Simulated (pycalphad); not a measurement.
All values are pycalphad results on the COST 507 light-alloy database (1999) (1 atm), not direct measurements. The database dates from 1999; later assessments differ in places, in temperatures and in the compounds included. Phase fractions are per mole of atoms. Diffusion is slow at the low end, where real alloys seldom reach equilibrium.

Question: Give the equilibrium state of Cu-27.8Si (at.%) at 277 °C.

Answer: 
```
T = 550.00 K, P = 101325 Pa, N = 1 mol of atoms
G = -19673 J/mol, H = 8460 J/mol, S = 51.15 J/(mol K)  (SER reference)
chemical potentials (J/mol): Cu -22560, Si -12177
phase             fraction      x(Cu)      x(Si)
CU19SI6_ETA         0.9500     0.7600     0.2400
DIAMOND_A4          0.0500       none     1.0000
```

Database names, with the compositions (at.%) that they take in these runs: CU19SI6_ETA: Cu 76 Si 24. DIAMOND_A4 is diamond (Si). An entry "none" or "no" means that the model of the phase leaves that element out.
